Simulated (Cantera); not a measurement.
Cantera run:

```python
import numpy as np
import cantera as ct

gas_names = """
    C CH CH2 CH3 CH2OH CH3O CH4 CH3OH CO CO2 COOH C2 C2H CHCO,ketyl C2H2,acetylene C2H2,vinylidene
    CH2CO,ketene C2H3,vinyl CH3CO,acetyl C2H4 C2H4O,ethylen CH3CHO,ethanal CH3COOH (HCOOH)2 C2H5 C2H6
    CH3OCH3 C2H5OH C2O C3 C3H3,propargyl C3H4,allene C3H4,propyne C3H4,cyclo- C3H5,allyl C3H6,propylene
    C3H6,cyclo- C3H6O C3H7,n-propyl C3H7,i-propyl C3H8 C3H8O,1propanol C3H8O,2propanol C3O2 C4 C4H2
    C4H4,1,3-cyclo- C4H6,butadiene C4H6,2-butyne C4H6,cyclo- C4H8,1-butene C4H8,cis2-buten
    C4H8,tr2-butene C4H8,isobutene C4H8,cyclo- (CH3COOH)2 C4H9,n-butyl C4H9,i-butyl C4H9,s-butyl
    C4H9,t-butyl C4H10,isobutane C4H10,n-butane C5 C5H6,1,3cyclo- C5H8,cyclo- C5H10,1-pentene
    C5H10,cyclo- C5H11,pentyl C5H11,t-pentyl C5H12,n-pentane C5H12,i-pentane CH3C(CH3)2CH3 C6H2
    C6H5,phenyl C6H5O,phenoxy C6H6 C6H5OH,phenol C6H10,cyclo- C6H12,1-hexene C6H12,cyclo- C6H13,n-hexyl
    C7H7,benzyl C7H8 C7H8O,cresol C7H14,1-heptene C7H15,n-heptyl C7H16,n-heptane C8H8,styrene
    C8H10,ethylbenz C8H16,1-octene C8H17,n-octyl C8H18,isooctane C8H18,n-octane C9H19,n-nonyl
    C10H8,naphthale C10H21,n-decyl C12H9,o-bipheny C12H10,bipheny Fe FeC5O5 FeO Fe(OH)2 H HCO HO2 H2
    HCHO,formaldehy HCOOH H2O H2O2 O OH O2 O3
""".split()
cond_names = """
    C(gr) C6H6(L) C7H8(L) C8H18(L),n-octa Fe(a) Fe(c) Fe(d) Fe(L) FeC5O5(L) FeO(s) FeO(L) Fe(OH)2(s)
    Fe(OH)3(s) Fe2O3(s) Fe3O4(s) H2O(s) H2O(L)
""".split()


def load(file, names, dense=False):
    # The tables refer to 1 bar. Condensed volumes are neglected.
    table = {s.name: s for s in ct.Species.list_from_file(file)}
    out = []
    for n in names:
        d = dict(table[n].input_data)
        d["thermo"] = dict(d["thermo"], **{"reference-pressure": 1e5})
        if dense:
            d["equation-of-state"] = {"model": "constant-volume", "density": "1e6 g/cm^3"}
        out.append(ct.Species.from_dict(d))
    return out


gas = ct.Solution(thermo="ideal-gas", species=load("nasa_gas.yaml", gas_names))
cond = {s.name: ct.Solution(thermo="fixed-stoichiometry", species=[s], name=s.name)
        for s in load("nasa_condensed.yaml", cond_names, dense=True)}
atoms = {
    'Fe': {'Fe': 1},
    'CO': {'C': 1, 'O': 1},
    'H2': {'H': 2},
}
top_T = {'C(gr)': 4500, 'Fe2O3(s)': 1830, 'Fe3O4(s)': 1870}  # K; cautious upper limits of use, not melting points


def equilibrate(T, P, feed):
    n = {}
    for name, mol in feed.items():
        for a, k in atoms[name].items():
            n[a] = n.get(a, 0.0) + k * mol
    gas.TPX = T, P, n
    mass = sum(n.values()) * gas.mean_molecular_weight
    gas.equilibrate("TP")
    valid = [c for c in cond.values() if c.min_temp <= T <= top_T.get(c.name, c.max_temp)]
    mix = ct.Mixture([(gas, mass / gas.mean_molecular_weight)] + [(c, 0.0) for c in valid])
    mix.T, mix.P = T, P
    mix.equilibrate("TP", solver="vcs", rtol=1e-11, max_steps=5000)
    return mix


results = []
feed = {'Fe': 1, 'CO': 21, 'H2': 64}  # mol
P = 2700  # Pa
for T in [948, 1023, 1098, 1173, 1248, 1323, 1398, 1473, 1548, 1623, 1698, 1773]:
    mix = equilibrate(T, P, feed)
    results.append((T, P, feed, dict(zip(mix.species_names, mix.species_moles))))
    x = sorted(zip(gas.X, gas.species_names), reverse=True)
    print(f"T = {T:g} K  P = {P:g} Pa  gas = {mix.phase_moles(0):.4g} mol")
    print("   x: " + "  ".join(f"{s} {v:.3e}" for v, s in x if v > 1e-05))
    print("   condensed (mol): " + ("  ".join(f"{mix.phase(i).name} {mix.phase_moles(i):.4g}"
          for i in range(1, mix.n_phases) if mix.phase_moles(i) > 1e-12) or "none"))
```

Result:

```
T = 948 K  P = 2700 Pa  gas = 84.16 mol
   x: H2 7.506e-01  CO 2.394e-01  H2O 4.699e-03  CO2 2.711e-03  CH4 2.610e-03
   condensed (mol): C(gr) 0.4039  Fe(a) 1
T = 1023 K  P = 2700 Pa  gas = 84.74 mol
   x: H2 7.516e-01  CO 2.453e-01  H2O 1.362e-03  CH4 1.144e-03  CO2 5.812e-04
   condensed (mol): C(gr) 0.06773  Fe(a) 1
T = 1098 K  P = 2700 Pa  gas = 84.9 mol
   x: H2 7.522e-01  CO 2.466e-01  CH4 5.583e-04  H2O 4.603e-04  CO2 1.499e-04
   condensed (mol): C(gr) 0.0044  Fe(a) 1
T = 1173 K  P = 2700 Pa  gas = 84.96 mol
   x: H2 7.526e-01  CO 2.469e-01  CH4 2.581e-04  H2O 2.053e-04  CO2 5.292e-05
   condensed (mol): Fe(a) 1
T = 1248 K  P = 2700 Pa  gas = 84.98 mol
   x: H2 7.528e-01  CO 2.470e-01  CH4 1.261e-04  H2O 1.044e-04  CO2 2.199e-05
   condensed (mol): Fe(c) 1
T = 1323 K  P = 2700 Pa  gas = 84.99 mol
   x: H2 7.528e-01  CO 2.470e-01  CH4 6.685e-05  H2O 5.727e-05  CO2 1.013e-05
   condensed (mol): Fe(c) 1
T = 1398 K  P = 2700 Pa  gas = 84.99 mol
   x: H2 7.529e-01  CO 2.470e-01  CH4 3.766e-05  H2O 3.375e-05  H 2.499e-05
   condensed (mol): Fe(c) 1
T = 1473 K  P = 2700 Pa  gas = 85 mol
   x: H2 7.528e-01  CO 2.470e-01  H 6.680e-05  CH4 2.197e-05  H2O 2.151e-05
   condensed (mol): Fe(c) 0.9997
T = 1548 K  P = 2700 Pa  gas = 85.01 mol
   x: H2 7.528e-01  CO 2.470e-01  H 1.626e-04  H2O 1.508e-05  Fe 1.492e-05  CH4 1.283e-05
   condensed (mol): Fe(c) 0.9987
T = 1623 K  P = 2700 Pa  gas = 85.02 mol
   x: H2 7.526e-01  CO 2.470e-01  H 3.649e-04  Fe 6.192e-05  H2O 1.172e-05
   condensed (mol): Fe(c) 0.9947
T = 1698 K  P = 2700 Pa  gas = 85.05 mol
   x: H2 7.521e-01  CO 2.469e-01  H 7.632e-04  Fe 2.255e-04
   condensed (mol): Fe(d) 0.9808
T = 1773 K  P = 2700 Pa  gas = 85.13 mol
   x: H2 7.511e-01  CO 2.467e-01  H 1.500e-03  Fe 7.324e-04
   condensed (mol): Fe(d) 0.9377
```

Cantera equilibrium calculation (NASA polynomials, part measured and part estimated; ideal gas, pure solids and liquids). Condensed phases not in the tables: cementite and carbon dissolved in iron.
